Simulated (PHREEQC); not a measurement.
Solution (25 °C): 0.09 mol HF, 0.00037 mol KF and 0.024 mol H3PO4 per kg of water. Closed to the air; pH follows from the charge balance.

Equilibrium calculation in PHREEQC: ion-association model, phreeqc.dat.

Precipitation was switched off in this run.

Order these F species by the share of F that they hold, largest first: F-, HF2-, HF.

HF (91 %), F- (5.3 %), HF2- (3.3 %)

The pH is 1.88 and the ionic strength 0.0151 mol/kgw. Species that the database lacks are ignored.
